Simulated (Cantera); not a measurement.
Charge: 1 mol Si3N4, 4.5 mol H2O, 330 mol H2, 3.6 mol CO2, at 1.80 Pa.

Cantera equilibrium calculation (NASA polynomials, part measured and part estimated; ideal gas, pure solids and liquids). Candidate condensed phases: C, C6H6, C7H8, C8H18, H2O, Si, SiC, SiO2, Si2N2O, Si3N4; 151 gas species. Kinetics and transport are ignored. All values below are at 1873 K.

Base state: H2 0.825, H 0.138, H2O 0.0136, CO 0.00973, SiO 0.00814, N2 0.00543, OH 0.000177, CO2 3.91e-5 (mole fractions); condensed: gas only.

Question: What changes in the equilibrium state with this change: CO2 from 3.6 to 0.015 mol?

Answer: 
```csv
species,before,after
H2,0.825,0.842
H,0.138,0.140
SiO,0.00814,0.00822
CO,0.00973,4.10e-5
H2O,0.0136,0.00409
CO2,3.91e-5,4.85e-8
O,2.24e-5,6.60e-6
OH,0.000177,5.26e-5
N2,0.00543,0.00548
```
